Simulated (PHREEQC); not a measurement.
Dissolve 0.25 mol/kgw Pb(NO3)2, 0.0015 mol/kgw MgSO4, 0.0014 mol/kgw H2SO4 and 0.043 mol/kgw NaCl at 25 °C. Closed to the air; pH follows from the charge balance.

All values are PHREEQC results (ion-association model, wateq4f.dat), not measurements.

No solid was allowed to form.

**Question.** Order these Pb species by the share of Pb that they hold, largest first: Pb+2, PbSO4, PbCl2, PbCl+, PbNO3+.

**Answer.** PbNO3+ (52 %), Pb+2 (39 %), PbCl+ (8.4 %), PbSO4 (0.83 %), PbCl2 (0.12 %)

The pH is 2.68 and the ionic strength 0.493 mol/kgw. Examples of supersaturated solids here: Anglesite. Others may be too. Species that the database lacks are ignored.
